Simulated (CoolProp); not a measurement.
Computed with CoolProp (reference Helmholtz-energy equation of state, Thol 2022).

### Question
For vinyl chloride, give the phase and the cv (kJ/(kg K)), speed of sound (m/s), Joule-Thomson coefficient (K/MPa) at -7.45 °C and 0.0741 MPa; 143.35 °C and 4.73 MPa; 91.85 °C and 0.284 MPa.

### Answer
- -7.45 °C and 0.0741 MPa: gas; cv 0.671, speed of sound 203, Joule-Thomson coefficient 38.1
- 143.35 °C and 4.73 MPa: gas; cv 1.12, speed of sound 166, Joule-Thomson coefficient 16.9
- 91.85 °C and 0.284 MPa: gas; cv 0.857, speed of sound 232, Joule-Thomson coefficient 15.1
